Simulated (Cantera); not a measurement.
Feed: 1 mol Si, 0.018 mol CO₂, 3.4 mol H₂, held at 0.100 bar.

Cantera equilibrium calculation (NASA polynomials, part measured and part estimated; ideal gas, pure solids and liquids). Candidate condensed phases: C, C₆H₆, C₇H₈, C₈H₁₈, H₂O, Si, SiC, SiO₂; 123 gas species. Mutual solubility and eutectic melting of coexisting phases are not modelled. The tables hold silica as quartz up to 1696 K and as liquid above; real silica turns to tridymite and cristobalite and melts near 1996 K. Gases not in the tables: Si₂H₆ and higher silanes. Equilibrium is a limit: real reactors are often held back by kinetics, nucleation or transport.

Problem. Which condensed phases are stable at each of these points (T (°C)): 1127, 1177, 1227, 1277, 1327, 1377, 1427, 1477, 1527, 1577, 1627?

Solution. 
```
T (°C)                 condensed phases  Si condensed (%)
------  -------------------------------  ----------------
1127    Si(s) + SiC(s) + SiO₂(β-quartz)              99.8
1177    Si(s) + SiC(s) + SiO₂(β-quartz)              99.3
1227    Si(s) + SiC(s) + SiO₂(β-quartz)              98.2
1277                     Si(s) + SiC(s)              96.5
1327                     Si(s) + SiC(s)              96.5
1377                     Si(s) + SiC(s)              96.5
1427                     Si(l) + SiC(s)              96.6
1477                     Si(l) + SiC(s)              96.6
1527                     Si(l) + SiC(s)              96.7
1577                     Si(l) + SiC(s)              96.8
1627                     Si(l) + SiC(s)              96.9
```

From 1127 °C to 1227 °C the condensed part is Si(s) + SiC(s) + SiO₂(β-quartz). From 1277 °C to 1377 °C the condensed part is Si(s) + SiC(s). From 1427 °C to 1627 °C the condensed part is Si(l) + SiC(s).
